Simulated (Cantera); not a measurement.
A Cantera script and its output.

```python
import numpy as np
import cantera as ct

gas = ct.Solution("gri30.yaml")
gas.TPX = 1650, 33000, {'CO': 1, 'H2': 0.14, 'CH4': 0.06, 'O2': 1.08, 'N2': 4.05}
reactor = ct.IdealGasReactor(gas, energy="on", clone=False)
net = ct.ReactorNet([reactor])
net.rtol, net.atol = 1e-08, 1e-16
show = ['CO', 'H2', 'CH4', 'C2H6', 'C2H', 'CH2O']
times = np.geomspace(6e-06, 3, 11)

steps = ct.SolutionArray(gas, extra=["t"])
rows = []
print(f"{'t/s':>10s}{'T/K':>9s}{'P/Pa':>11s}" + "".join(f"{s:>11s}" for s in show))
for t in times:
    while net.time < t:
        t_next = net.step()
        steps.append(gas.state, t=t_next)
    rows.append([np.interp(t, steps.t, y) for y in (steps.T, steps.P, *steps(*show).X.T)])
    print(f"{t:10.3e}{rows[-1][0]:9.1f}{rows[-1][1]:11.4g}" + "".join(f"{x:11.3e}" for x in rows[-1][2:]))
rate = np.gradient(steps.T, steps.t)
print("integrator steps:", len(steps.t))
if steps.T.max() > steps.T[0] + 200:
    print(f"time of steepest temperature rise: {steps.t[rate.argmax()]:.4e} s")
gas.TPX = 1650, 33000, {'CO': 1, 'H2': 0.14, 'CH4': 0.06, 'O2': 1.08, 'N2': 4.05}
gas.equilibrate("UV")
print(f"equilibrium (UV): T = {gas.T:.1f} K  " + "  ".join(f"{s} {gas[s].X[0]:.3e}" for s in show))
```

Output:

```
       t/s      T/K       P/Pa         CO         H2        CH4       C2H6        C2H       CH2O
 6.000e-06   1650.0    3.3e+04  1.580e-01  2.212e-02  9.478e-03  5.856e-13  3.100e-23  3.537e-09
 2.229e-05   1650.0    3.3e+04  1.580e-01  2.210e-02  9.466e-03  8.637e-10  3.355e-19  2.696e-07
 8.278e-05   1839.8  3.698e+04  1.492e-01  4.827e-03  4.596e-05  6.041e-11  5.588e-11  1.166e-05
 3.075e-04   2129.8  4.223e+04  8.429e-02  4.193e-03  2.053e-18  1.152e-33  4.279e-23  2.281e-11
 1.142e-03   2541.9  4.911e+04  7.121e-02  3.106e-03  2.538e-18  4.567e-34  3.386e-21  2.419e-11
 4.243e-03   2716.0  5.181e+04  6.065e-02  2.454e-03  7.866e-18  1.077e-33  1.416e-20  3.063e-11
 1.576e-02   2711.4  5.168e+04  6.013e-02  2.445e-03  8.024e-18  1.100e-33  1.338e-20  3.050e-11
 5.854e-02   2711.4  5.168e+04  6.013e-02  2.445e-03  8.026e-18  1.101e-33  1.337e-20  3.050e-11
 2.174e-01   2711.4  5.168e+04  6.013e-02  2.445e-03  8.026e-18  1.101e-33  1.337e-20  3.050e-11
 8.077e-01   2711.4  5.168e+04  6.013e-02  2.445e-03  8.026e-18  1.101e-33  1.337e-20  3.050e-11
 3.000e+00   2711.4  5.168e+04  6.013e-02  2.445e-03  8.026e-18  1.101e-33  1.337e-20  3.050e-11
integrator steps: 1452
time of steepest temperature rise: 7.2175e-05 s
equilibrium (UV): T = 2711.4 K  CO 6.013e-02  H2 2.445e-03  CH4 1.205e-17  C2H6 2.512e-33  C2H 1.384e-20  CH2O 3.050e-11
```

Model: GRI-Mech 3.0 (53 species, 325 reactions), integrated in Cantera.
